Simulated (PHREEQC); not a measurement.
4.6 g of hydrous ferric oxide (600 m²/g; 0.2 weak and 0.005 strong sites per Fe, Dzombak-Morel constants, diffuse double layer) in 1 kg of water with 0.1 mol/kgw of an inert sodium salt and 6.3e-05 mol/kgw SrCl2, at 25 °C; the pH is set by adding NaOH or the inert anion's acid. Oxygen alone is held at its pressure in air (log pO2 = -0.68). CO2 from the air is kept out. Precipitation was switched off in this run.

Computed with PHREEQC (ion-association model, wateq4f.dat).

| pH | Sr sorbed (%) | surface charge σ (C/m²) | surface potential ψ (mV) |
|---|---|---|---|
| 4 | 0.0 | 0.322 | 146 |
| 4.5 | 0.0 | 0.274 | 138 |
| 5 | 0.0 | … | 126 |
| 5.5 | 0.1 | … | 111 |
| 6 | 0.5 | 0.112 | 93 |
| 6.5 | 2.3 | 0.074 | 74 |
| 7 | 11.3 | 0.045 | 53 |
| 7.5 | 41.4 | 0.023 | 30 |
| 8 | … | 0.004 | … |
| 8.5 | … | -0.013 | -18 |
| 9 | 99.4 | -0.033 | -41 |
| 9.5 | 99.9 | -0.059 | -64 |
| 10 | 100.0 | -0.092 | … |
| 10.5 | 100.0 | -0.136 | … |
| 11 | 100.0 | -0.189 | -119 |
| 11.5 | 100.0 | -0.248 | … |
| 12 | 100.0 | -0.304 | -140 |

Some entries are withheld; supply them.


- 5, surface charge σ (C/m²): 0.216
- 5.5, surface charge σ (C/m²): 0.160
- 8, Sr sorbed (%): 80.2
- 8, surface potential ψ (mV): 6
- 8.5, Sr sorbed (%): 96.2
- 10, surface potential ψ (mV): -84
- 10.5, surface potential ψ (mV): -103
- 11.5, surface potential ψ (mV): -132
